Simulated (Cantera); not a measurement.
A Cantera script and its output.

```python
import numpy as np
import cantera as ct

gas = ct.Solution("gri30.yaml")
gas.TPX = 1673, 1200000, {'C3H8': 1, 'O2': 3.12, 'N2': 8.1}
reactor = ct.IdealGasReactor(gas, energy="on", clone=False)
net = ct.ReactorNet([reactor])
net.rtol, net.atol = 1e-08, 1e-16
show = ['C3H8', 'O2', 'NO', 'C2H6', 'CH2O']
times = np.geomspace(1e-06, 0.6, 14)

steps = ct.SolutionArray(gas, extra=["t"])
rows = []
print(f"{'t/s':>10s}{'T/K':>9s}{'P/Pa':>11s}" + "".join(f"{s:>11s}" for s in show))
for t in times:
    while net.time < t:
        t_next = net.step()
        steps.append(gas.state, t=t_next)
    rows.append([np.interp(t, steps.t, y) for y in (steps.T, steps.P, *steps(*show).X.T)])
    print(f"{t:10.3e}{rows[-1][0]:9.1f}{rows[-1][1]:11.4g}" + "".join(f"{x:11.3e}" for x in rows[-1][2:]))
rate = np.gradient(steps.T, steps.t)
print("integrator steps:", len(steps.t))
if steps.T.max() > steps.T[0] + 200:
    print(f"time of steepest temperature rise: {steps.t[rate.argmax()]:.4e} s")
gas.TPX = 1673, 1200000, {'C3H8': 1, 'O2': 3.12, 'N2': 8.1}
gas.equilibrate("UV")
print(f"equilibrium (UV): T = {gas.T:.1f} K  " + "  ".join(f"{s} {gas[s].X[0]:.3e}" for s in show))
```

Output:

```
       t/s      T/K       P/Pa       C3H8         O2         NO       C2H6       CH2O
 1.000e-06   1662.2   1.21e+06  6.721e-02  2.463e-01  6.157e-11  1.822e-03  3.144e-03
 2.783e-06   2081.2  1.698e+06  3.181e-03  1.519e-01  6.038e-08  1.848e-03  8.900e-03
 7.744e-06   3424.3   3.13e+06  7.082e-30  2.122e-03  3.929e-03  2.212e-20  1.842e-07
 2.155e-05   3416.3  3.123e+06  7.947e-30  1.985e-03  5.815e-03  2.402e-20  1.860e-07
 5.996e-05   3416.1  3.123e+06  7.973e-30  1.981e-03  5.871e-03  2.408e-20  1.861e-07
 1.669e-04   3416.1  3.123e+06  7.973e-30  1.981e-03  5.871e-03  2.408e-20  1.861e-07
 4.643e-04   3416.1  3.123e+06  7.973e-30  1.981e-03  5.871e-03  2.408e-20  1.861e-07
 1.292e-03   3416.1  3.123e+06  7.973e-30  1.981e-03  5.871e-03  2.408e-20  1.861e-07
 3.596e-03   3416.1  3.123e+06  7.973e-30  1.981e-03  5.871e-03  2.408e-20  1.861e-07
 1.001e-02   3416.1  3.123e+06  7.973e-30  1.981e-03  5.871e-03  2.408e-20  1.861e-07
 2.784e-02   3416.1  3.123e+06  7.973e-30  1.981e-03  5.871e-03  2.408e-20  1.861e-07
 7.748e-02   3416.1  3.123e+06  7.973e-30  1.981e-03  5.871e-03  2.408e-20  1.861e-07
 2.156e-01   3416.1  3.123e+06  7.973e-30  1.981e-03  5.871e-03  2.408e-20  1.861e-07
 6.000e-01   3416.1  3.123e+06  7.973e-30  1.981e-03  5.871e-03  2.408e-20  1.861e-07
integrator steps: 1579
time of steepest temperature rise: 2.9738e-06 s
equilibrium (UV): T = 3416.1 K  C3H8 1.184e-29  O2 1.981e-03  NO 5.871e-03  C2H6 3.174e-20  CH2O 1.861e-07
```

Detailed kinetics in Cantera: GRI-Mech 3.0 (53 species, 325 reactions). GRI-Mech 3.0 was tuned for natural gas; its chemistry of propane as a main component is partial and can be far from experiment. The pressure lies above the range GRI-Mech 3.0 was tuned for (to about 10 atm). Above 3000 K some thermodynamic fits are extrapolated.
